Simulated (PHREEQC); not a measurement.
Make-up at 25 °C: 48 mmol/kgw H2SO4, 49 mmol/kgw CaCl2 and 0.11 mmol/kgw CuCl2. It is in equilibrium with CO2 at log p = -3.4 (atm). Otherwise closed; pH follows from the charge balance.

The numbers come from PHREEQC with the ion-association model, wateq4f.dat.

No solid was allowed to form.

Question: Estimate the pH, ionic strength.

Answer: pH 1.27; ionic strength 0.196 mol/kgw.

Question: In which forms is Ca present?

Answer: Ca+2 77 %, CaSO4 16 %, CaHSO4+ 7.2 % of the Ca.

Examples of supersaturated solids here: Gypsum. Others may be too.
